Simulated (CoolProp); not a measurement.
Normal hydrogen along the isotherm 34.3 K: density (kg/m³) from the reference equation and from simpler models built on Tc = 33.1 K, pc = 1296 kPa, ω = -0.219; each cubic takes its own stable root.

The numbers come from the reference Helmholtz-energy equation of state, Leachman 2009 in CoolProp.

| p (kPa) | phase | reference |
|---|---|---|
| 54 | gas | 0.3865 |
| 108 | gas | 0.7831 |
| 162 | gas | 1.190 |
| 216 | gas | 1.609 |
| 270 | gas | 2.040 |
| 324 | gas | 2.485 |
| 378 | gas | 2.944 |
| 432 | gas | 3.419 |
| 486 | gas | 3.910 |
| 540 | gas | 4.421 |
| 594 | gas | 4.952 |
| 648 | gas | 5.506 |

**Question.** How far does each simpler model (ideal gas, van der Waals, Redlich-Kwong, Soave-Redlich-Kwong, Peng-Robinson) lie from the reference over these 12 states: mean and median of the absolute difference, and the worst?

**Answer.** 
- ideal gas: mean 8.7 %, median 8.5 %, worst -16.8 % at 34.3 K and 648 kPa
- van der Waals: mean 0.7 %, median 0.7 %, worst -1.4 % at 34.3 K and 648 kPa
- Redlich-Kwong: mean 0.3 %, median 0.3 %, worst +0.5 % at 34.3 K and 648 kPa
- Soave-Redlich-Kwong: mean 0.5 %, median 0.5 %, worst +0.9 % at 34.3 K and 648 kPa
- Peng-Robinson: mean 1.6 %, median 1.6 %, worst +3.1 % at 34.3 K and 648 kPa
